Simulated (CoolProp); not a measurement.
The fluid at 304 K and 0.306 MPa is throttled through a valve to 0.133 MPa with no heat exchange. The same conditions are run with several fluids, on thermodynamics alone (safety and materials aside).

Computed with CoolProp (reference Helmholtz-energy equation of state of each fluid (R13: Platzer 1990; sulfur hexafluoride: Guder 2009; CF4 (R14): Platzer 1990; CH2F2 (R32): Tillner-Roth 1997; R125: Lemmon 2005)). The equations of Platzer and Polt are older, rougher fits.

```json
[
 {"fluid": "R13", "temperature change (K)": "?", "final density (kg/m³)": "?"},
 {"fluid": "sulfur hexafluoride", "temperature change (K)": "-1.6", "final density (kg/m³)": "7.84"},
 {"fluid": "CF4 (R14)", "temperature change (K)": "?", "final density (kg/m³)": "4.67"},
 {"fluid": "CH2F2 (R32)", "temperature change (K)": "-4.2", "final density (kg/m³)": "?"},
 {"fluid": "R125", "temperature change (K)": "?", "final density (kg/m³)": "6.49"}
]
```

**Question.** Some entries are withheld; supply them.

**Answer.** 
- R13, temperature change (K): -1.9
- R13, final density (kg/m³): 5.60
- CF4 (R14), temperature change (K): -0.9
- CH2F2 (R32), final density (kg/m³): 2.82
- R125, temperature change (K): -2.3
